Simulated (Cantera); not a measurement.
Thermodynamics of calcination and drying, feed Na2SO4 + CO2

Charge: 1 mol Na2SO4, 0.12 mol CO2, held at 300 Torr.

Method: chemical equilibrium by Gibbs-energy minimisation in Cantera with the NASA 1993 tables (ideal gas, pure condensed phases). Candidate condensed phases: C, Na, NaO2, Na2CO3, Na2O, Na2O2, Na2S, Na2SO4, S; 27 gas species. The numbers say what is thermodynamically allowed, not how fast it happens.

At 1073 K the condensed part is Na2SO4(s). From 1173 K to 1673 K the condensed part is Na2SO4(l).

```tsv
T (K)	x CO2	x Na	x O2	x CO	n Na2SO4(s)	n Na2SO4(l)
1073	1.000	1.52e-9	6.22e-7	1.23e-6	1.00	0
1173	1.000	6.98e-8	3.79e-6	7.40e-6	0	1.00
1273	1.000	1.59e-6	1.75e-5	3.32e-5	0	1.00
1373	1.000	1.81e-5	6.77e-5	0.000117	0	1.000
1473	0.999	0.000131	0.000233	0.000335	0	1.000
1573	0.997	0.000708	0.000753	0.000798	0	1.000
1673	0.991	0.00300	0.00231	0.00163	0	1.000
```
x: gas mole fraction; n: condensed amount in mol.
